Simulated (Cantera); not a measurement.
Cantera run:

```python
import numpy as np
import cantera as ct

gas_names = """
    B BF BF2 BF3 BN B2 F F2 N NF NF2 NF3 N2
""".split()
cond_names = """
    B(b) B(L) BN(s)
""".split()


def load(file, names, dense=False):
    # The tables refer to 1 bar. Condensed volumes are neglected.
    table = {s.name: s for s in ct.Species.list_from_file(file)}
    out = []
    for n in names:
        d = dict(table[n].input_data)
        d["thermo"] = dict(d["thermo"], **{"reference-pressure": 1e5})
        if dense:
            d["equation-of-state"] = {"model": "constant-volume", "density": "1e6 g/cm^3"}
        out.append(ct.Species.from_dict(d))
    return out


gas = ct.Solution(thermo="ideal-gas", species=load("nasa_gas.yaml", gas_names))
cond = {s.name: ct.Solution(thermo="fixed-stoichiometry", species=[s], name=s.name)
        for s in load("nasa_condensed.yaml", cond_names, dense=True)}
atoms = {
    'BF3': {'B': 1, 'F': 3},
    'N2': {'N': 2},
}
top_T = {'BN(s)': 3200}  # K; cautious upper limits of use, not melting points


def equilibrate(T, P, feed):
    n = {}
    for name, mol in feed.items():
        for a, k in atoms[name].items():
            n[a] = n.get(a, 0.0) + k * mol
    gas.TPX = T, P, n
    mass = sum(n.values()) * gas.mean_molecular_weight
    gas.equilibrate("TP")
    valid = [c for c in cond.values() if c.min_temp <= T <= top_T.get(c.name, c.max_temp)]
    mix = ct.Mixture([(gas, mass / gas.mean_molecular_weight)] + [(c, 0.0) for c in valid])
    mix.T, mix.P = T, P
    mix.equilibrate("TP", solver="vcs", rtol=1e-11, max_steps=5000)
    return mix


results = []
feed = {'BF3': 1, 'N2': 0.6}  # mol
P = 66  # Pa
for T in [1073, 1173, 1273, 1373, 1473, 1573, 1673, 1773, 1873, 1973, 2073]:
    mix = equilibrate(T, P, feed)
    results.append((T, P, feed, dict(zip(mix.species_names, mix.species_moles))))
    x = sorted(zip(gas.X, gas.species_names), reverse=True)
    print(f"T = {T:g} K  P = {P:g} Pa  gas = {mix.phase_moles(0):.4g} mol")
    print("   x: " + "  ".join(f"{s} {v:.3e}" for v, s in x if v > 1e-05))
    print("   condensed (mol): " + ("  ".join(f"{mix.phase(i).name} {mix.phase_moles(i):.4g}"
          for i in range(1, mix.n_phases) if mix.phase_moles(i) > 1e-12) or "none"))
```

Output:

```
T = 1073 K  P = 66 Pa  gas = 1.6 mol
   x: BF3 6.250e-01  N2 3.750e-01
   condensed (mol): none
T = 1173 K  P = 66 Pa  gas = 1.6 mol
   x: BF3 6.250e-01  N2 3.750e-01
   condensed (mol): none
T = 1273 K  P = 66 Pa  gas = 1.6 mol
   x: BF3 6.250e-01  N2 3.750e-01
   condensed (mol): none
T = 1373 K  P = 66 Pa  gas = 1.6 mol
   x: BF3 6.250e-01  N2 3.750e-01
   condensed (mol): none
T = 1473 K  P = 66 Pa  gas = 1.6 mol
   x: BF3 6.250e-01  N2 3.750e-01
   condensed (mol): none
T = 1573 K  P = 66 Pa  gas = 1.6 mol
   x: BF3 6.250e-01  N2 3.750e-01  F 1.581e-05  BF2 1.581e-05
   condensed (mol): none
T = 1673 K  P = 66 Pa  gas = 1.6 mol
   x: BF3 6.249e-01  N2 3.750e-01  F 6.634e-05  BF2 6.632e-05
   condensed (mol): none
T = 1773 K  P = 66 Pa  gas = 1.6 mol
   x: BF3 6.246e-01  N2 3.749e-01  F 2.366e-04  BF2 2.364e-04
   condensed (mol): none
T = 1873 K  P = 66 Pa  gas = 1.601 mol
   x: BF3 6.238e-01  N2 3.747e-01  F 7.365e-04  BF2 7.349e-04
   condensed (mol): none
T = 1973 K  P = 66 Pa  gas = 1.603 mol
   x: BF3 6.217e-01  N2 3.742e-01  F 2.041e-03  BF2 2.032e-03
   condensed (mol): none
T = 2073 K  P = 66 Pa  gas = 1.608 mol
   x: BF3 6.167e-01  N2 3.731e-01  F 5.119e-03  BF2 5.070e-03  BF 2.484e-05
   condensed (mol): none
```

Method: chemical equilibrium by Gibbs-energy minimisation in Cantera with the NASA 1993 tables (ideal gas, pure condensed phases). The tables' values for BF2 are old estimates; treat these amounts as uncertain.
